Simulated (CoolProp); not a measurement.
Computed with CoolProp (reference Helmholtz-energy equation of state, Lemmon 2003). It is a pseudo-pure fit of the blend.

Q: For R410A, give the phase and the density (kg/m³), speed of sound (m/s) at -53.85 °C and 0.235 MPa.

A: 
- -53.85 °C and 0.235 MPa: liquid; density 1360, speed of sound 835
